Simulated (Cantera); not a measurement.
A closed system holds: 1 mol C₂H₆, 1.1 mol CO₂, 1.3 mol N₂, equilibrated at 2300 K and 43.0 bar.

These are equilibrium values from Cantera (NASA tables, ideal gas, pure condensed phases), not measurements of a reactor. Candidate condensed phases: C, C₆H₆, C₇H₈, C₈H₁₈, H₂O; 136 gas species. The ideal-gas law is rough above about 30 bar. Equilibrium is a limit: real reactors are often held back by kinetics, nucleation or transport.

Base state: H₂ 0.449, CO 0.339, N₂ 0.194, HCN 0.0121, C₂H₂ (acetylene) 0.00194, CH₄ 0.00186, HNC 0.00110, H 0.000989 (mole fractions); condensed: C(graphite).

Question: What changes in the equilibrium state with this change: C₂H₆ replaced by C₂H₂?

Answer: 
```
species            before     after
----------------  -------  --------
CO                  0.339     0.489
N₂                  0.194     0.283
H₂                  0.449     0.214
HCN                0.0121    0.0101
CH₄               0.00186  0.000423
C₂H₄              5.89e-5   1.34e-5
C(graphite), mol    0.777     0.841
```
